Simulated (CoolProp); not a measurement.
Dodecamethylcyclohexasiloxane (D6) along the isotherm 620 K: density (kg/m³) from the reference equation and from simpler models built on Tc = 645.8 K, pc = 0.9614 MPa, ω = 0.736; each cubic takes its own stable root.

Computed with CoolProp (reference Helmholtz-energy equation of state, Colonna 2008). It is a short technical equation, of lower accuracy than the large ones.

```
p (MPa)   phase  reference  van der Waals  Redlich-Kwong  Soave-Redlich-Kwong
-------  ------  ---------  -------------  -------------  -------------------
0.00456     gas     0.3945         0.3942         0.3943               0.3943
0.00936     gas     0.8117         0.8105         0.8109               0.8110
0.0192      gas      1.673          1.668          1.670                1.671
0.0395      gas      3.479          3.456          3.464                3.467
0.0811      gas          …          7.204          7.239                    …
0.167       gas      15.78          15.33          15.49                15.56
0.342       gas      36.26              …          34.81                35.21
0.702    liquid      499.5          91.29          99.39                    …
1.44     liquid          …          368.3              …                494.0
```

Some entries are withheld; supply them.


- 0.0811, reference: 7.301
- 0.0811, Soave-Redlich-Kwong: 7.252
- 0.342, van der Waals: 33.97
- 0.702, Soave-Redlich-Kwong: 432.3
- 1.44, reference: 542.2
- 1.44, Redlich-Kwong: 467.2

At some of these states van der Waals, Redlich-Kwong gives the other phase, because its saturation line lies elsewhere.
